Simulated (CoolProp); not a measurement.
Fluorine at several states: Z from the reference equation and from simpler models built on Tc = 144.4 K, pc = 5.240 MPa, ω = 0.045; each cubic takes its own stable root.

The numbers come from the reference Helmholtz-energy equation of state, de Reuck 1990 in CoolProp.

```tsv
T (K)	p (MPa)	phase	reference	van der Waals	Redlich-Kwong	Soave-Redlich-Kwong	Peng-Robinson
99.2	1.26	liquid	0.04146	0.06050	0.04158	0.04173	0.03688
138.5	0.0468	gas	0.9967	0.9971	0.9966	0.9966	0.9962
290.9	20	supercritical	0.9723	0.9155	0.9545	0.9925	0.9504
263.3	20	supercritical	0.9312	0.8732	0.9157	0.9531	0.9076
121.5	13.4	liquid	0.3940	0.5411	0.3991	0.3985	0.3544
251.4	3.32	gas	0.9690	0.9578	0.9658	0.9731	0.9611
```
